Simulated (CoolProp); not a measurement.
The numbers come from the reference Helmholtz-energy equation of state, Lemmon 2006 in CoolProp. It is a short technical equation, of lower accuracy than the large ones.

Question: For nitrous oxide, give the phase and the Joule-Thomson coefficient (K/MPa), expansivity (1/kK), fugacity coefficient at -64.55 °C and 677 kPa.

Answer: 
- -64.55 °C and 677 kPa: liquid; Joule-Thomson coefficient -0.208, expansivity 2.77, fugacity coefficient 0.492
